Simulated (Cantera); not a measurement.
Charge: 1 mol (CH3)2SiCl2, 2.2 mol H2, held at 2550 K and 0.0133 bar.

Equilibrium computed with Cantera from the NASA thermochemical tables; the gas is ideal and each condensed phase is pure. Candidate condensed phases: C, C6H6, C7H8, C8H18, Si, SiC; 109 gas species. The feed counts by its element totals alone. The tables' values for SiCl, SiCl3 are old estimates; treat these amounts as uncertain. Gases not in the tables: Si2H6 and higher silanes. The numbers say what is thermodynamically allowed, not how fast it happens.

Base state: H2 0.469, H 0.185, HCl 0.172, Si 0.0709, Cl 0.0477, SiC2 0.0212, SiCl2 0.0123, SiCl 0.00759 (mole fractions); condensed: C(graphite).

### Question
What changes in the equilibrium state with this change: temperature from 2550 K to 1025 K?

### Answer
```csv
species,before,after
H2,0.469,0.768
HCl,0.172,0.197
SiCl4,1.62e-8,0.0333
H,0.185,3.31e-8
Si,0.0709,<1e-9
SiC2,0.0212,<1e-9
Cl,0.0477,7.80e-9
SiCl2,0.0123,4.34e-5
SiCl,0.00759,<1e-9
Si2C,0.00591,<1e-9
C2H2 (acetylene),0.00624,1.70e-9
SiH,0.00138,<1e-9
"C(graphite), mol",1.51,1.20
"SiC(s), mol",0,0.792
```
The tables' values for SiCl3 are old estimates; treat these amounts as uncertain.

### Question
What changes in the equilibrium state with this change: temperature from 2550 K to 1775 K?

### Answer
```csv
species,before,after
H2,0.469,0.685
HCl,0.172,0.302
SiCl2,0.0123,0.00917
H,0.185,0.00208
SiC2,0.0212,4.44e-8
Si,0.0709,3.53e-6
Cl,0.0477,0.000704
Si2,0.000281,<1e-9
Si2C,0.00591,3.28e-8
C2H,0.000196,2.33e-9
"C(graphite), mol",1.51,1.06
"SiC(s), mol",0,0.942
```
The tables' values for SiCl3, SiCl are old estimates; treat these amounts as uncertain.
